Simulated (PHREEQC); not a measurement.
Make-up at 25 °C: 12 mmol/kgw H2SO4, 40 mmol/kgw Li2SO4 and 50 mmol/kgw Fe2(SO4)3. It is in equilibrium with CO2 at log p = -1 (atm). Otherwise closed; pH follows from the charge balance.

Computed with PHREEQC (ion-association model, wateq4f.dat).

### Question
The ionic strength comes out as 0.240 mol/kgw. What activity coefficients do Fe(OH)2+, Fe3(OH)4+5, SO4-2, H+, Fe2(OH)2+4 get?

### Answer
Fe(OH)2+ 0.73, Fe3(OH)4+5 0.00053, SO4-2 0.27, H+ 0.79, Fe2(OH)2+4 0.0080.

Precipitation was switched off in this run. The solution is supersaturated, for example in Hematite (slow to form), Goethite (slow to form), so a real one may precipitate; this is no full list.
